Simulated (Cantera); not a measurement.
A freely propagating, adiabatic, planar premixed flame of C3H8 : O2 : N2 = 1 : 4.17 : 16.7 (molar parts), unburnt at 400 K and 0.440 bar; mixture-averaged transport, grid criteria slope 0.08 and curve 0.16, no radiation.

Detailed kinetics in Cantera: GRI-Mech 3.0 (53 species, 325 reactions). GRI-Mech 3.0 was tuned for natural gas; its chemistry of propane as a main component is partial and can be far from experiment. Burning velocities carry a grid error of a few per cent, more on coarse grids.

### Question
How do the results move with these cheaper or finer settings: unity-Lewis-number transport; multicomponent transport; multicomponent+Soret transport; grid criteria slope 0.5, curve 1; grid criteria slope 0.25, curve 0.5; grid criteria slope 0.03, curve 0.06?

### Answer
```json
[
 {"setting": "as above", "laminar burning velocity": "81.6 cm/s", "thermal thickness": "0.642 mm", "peak x(H2)": "0.0348", "peak x(CH2CO)": "0.00130", "grid points": "148"},
 {"setting": "unity-Lewis-number transport", "laminar burning velocity": "50.2 cm/s", "thermal thickness": "0.866 mm", "peak x(H2)": "0.0317", "peak x(CH2CO)": "0.000751", "grid points": "140"},
 {"setting": "multicomponent transport", "laminar burning velocity": "81.3 cm/s", "thermal thickness": "0.650 mm", "peak x(H2)": "0.0350", "peak x(CH2CO)": "0.00130", "grid points": "148"},
 {"setting": "multicomponent+Soret transport", "laminar burning velocity": "80.5 cm/s", "thermal thickness": "0.647 mm", "peak x(H2)": "0.0334", "peak x(CH2CO)": "0.00131", "grid points": "148"},
 {"setting": "grid criteria slope 0.5, curve 1", "laminar burning velocity": "88.2 cm/s", "thermal thickness": "0.714 mm", "peak x(H2)": "0.0347", "peak x(CH2CO)": "0.00128", "grid points": "47"},
 {"setting": "grid criteria slope 0.25, curve 0.5", "laminar burning velocity": "84.7 cm/s", "thermal thickness": "0.673 mm", "peak x(H2)": "0.0348", "peak x(CH2CO)": "0.00128", "grid points": "68"},
 {"setting": "grid criteria slope 0.03, curve 0.06", "laminar burning velocity": "80.3 cm/s", "thermal thickness": "0.638 mm", "peak x(H2)": "0.0346", "peak x(CH2CO)": "0.00131", "grid points": "369"}
]
```
The base run took roughly 21 core-seconds.
Unity Lewis numbers drop preferential diffusion, which matters most where H2 and H carry the flame; Soret adds thermal diffusion.
